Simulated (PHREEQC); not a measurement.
Consider water at 25 °C with 18.7 mmol/kgw H3BO3 and 0.047 mmol/kgw NaF. Closed to the air; pH follows from the charge balance.

Model: ion-association model, phreeqc.dat, run in PHREEQC.

| Property | Value |
|---|---|
| pH | 5.50 |
| ionic strength | 5.02e-5 mol/kgw |

| species | molality | activity | log γ |
|---|---|---|---|
| H3BO3 | 0.0187 | 0.0187 | 0.000 |
| Na+ | 4.70e-5 | 4.66e-5 | -0.004 |
| F- | 4.64e-5 | 4.60e-5 | -0.004 |
| H2BO3- | 3.42e-6 | 3.39e-6 | -0.004 |
| H+ | 3.20e-6 | 3.17e-6 | -0.004 |
| BF(OH)3- | 3.46e-7 | 3.43e-7 | -0.004 |
| HF | 2.19e-7 | 2.19e-7 | 0.000 |

Precipitation was switched off in this run. Real BF4- forms and hydrolyses slowly; the run takes it at equilibrium.
